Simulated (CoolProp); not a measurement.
Vapour-liquid equilibrium of diethyl ether (1) + ethanol (2) at 0.119 MPa; x and y are mole fractions of (1).

Model: multi-fluid Helmholtz-energy mixture model, Thol 2014 and Schroeder 2014; pair parameters Bell 2016, in CoolProp.

Task: Give the bubble temperature and the first vapour's composition at x = 0.05, 0.5, 0.65. Is there an azeotrope?

Result: x = 0.05: 75.1 °C, y = 0.284; x = 0.5: 47.6 °C, y = 0.855; x = 0.65: 44.8 °C, y = 0.893. No azeotrope shows between x = 0.05 and 0.95.

The pair parameters rest on a limited set of measurements; away from them the model extrapolates.
